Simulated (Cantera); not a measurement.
Feed: 1 mol Si3N4, 8 mol O2, 1.2 mol H2, at 0.0278 Torr.

Method: chemical equilibrium by Gibbs-energy minimisation in Cantera with the NASA 1993 tables (ideal gas, pure condensed phases). Candidate condensed phases: H2O, Si, SiO2, Si2N2O, Si3N4; 35 gas species. Kinetics and transport are ignored.

Problem. At 825 K, list the 3 most abundant gas species with their mole fractions, and the condensed phases.

Solution. O2 0.579, N2 0.263, H2O 0.158. Condensed: SiO2(α-quartz).
